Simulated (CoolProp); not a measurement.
Vapour-liquid equilibrium of isohexane (1) + benzene (2) at 1.1 MPa; x and y are mole fractions of (1).

Values from CoolProp's multi-fluid Helmholtz-energy mixture model, Lemmon 2006 and Thol 2012; pair parameters Bell 2016.

### Question
Give the bubble temperature and the first vapour's composition at x = 0.05, 0.35, 0.5. Is there an azeotrope?

### Answer
x = 0.05: 181.0 °C, y = 0.086; x = 0.35: 170.1 °C, y = 0.438; x = 0.5: 166.9 °C, y = 0.570. No azeotrope shows between x = 0.05 and 0.95.

Pair parameters are fitted to limited data, so mixtures are less certain than the pure fluids.
